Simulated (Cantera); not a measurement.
Charge: 1 mol Cr2O3, 33 mol H2, a varied amount of N2, held at 1600 Pa.

Cantera equilibrium calculation (NASA polynomials, part measured and part estimated; ideal gas, pure solids and liquids). Candidate condensed phases: Cr, CrN, Cr2N, Cr2O3, H2O; 29 gas species. Mutual solubility and eutectic melting of coexisting phases are not modelled. Kinetics and transport are ignored.

Stable condensed phases, one row left out:

```
T in K \ n(N2) in mol
          5 18 31 45 58 71 84
   2150   A  B  B  B  B  B  B
   2050   A  A  A  A  A  A  A
   1950   A  A  A  A  A  A  A
   1850   A  A  A  A  A  A  A
   1650   C  C  C  C  C  C  A
   1550   C  C  C  C  C  C  C
   1450   C  C  C  C  C  C  C
   1350   C  C  D  D  D  D  D
   1250   D  D  D  D  D  D  D
   1150   D  D  D  D  D  D  D
   1050   D  E  E  E  E  E  E
    950   E  E  E  E  E  E  E
    850   A  E  E  E  E  E  E
```

A: Cr2O3; B: gas only; C: Cr + Cr2O3; D: Cr2N + Cr2O3; E: CrN + Cr2O3.

Q: Give the row for 1750 K.

A: 5: Cr + Cr2O3; 18: Cr2O3; 31: Cr2O3; 45: Cr2O3; 58: Cr2O3; 71: Cr2O3; 84: Cr2O3.
